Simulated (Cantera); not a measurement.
Feed: 1 mol Si, 1.2 mol Br2, 2.8 mol H2, held at 275 °C and 0.00133 bar.

Method: chemical equilibrium by Gibbs-energy minimisation in Cantera with the NASA 1993 tables (ideal gas, pure condensed phases). Candidate condensed phases: Br2, Si; 19 gas species. Kinetics and transport are ignored.

Base state: H2 0.823, SiBr4 0.175, SiHBr3 0.00266, HBr 0.000190, SiH2Br2 1.85e-5 (mole fractions); condensed: Si(s).

Problem. What changes in the equilibrium state with this change: Br2 from 1.2 to 3.1 mol?

Solution. 
```tsv
species	before	after
HBr	0.000190	0.449
H2	0.823	0.347
SiBr4	0.175	0.204
SiH2Br2	1.85e-5	<1e-9
SiHBr3	0.00266	5.53e-7
Si(s), mol	0.398	0
```
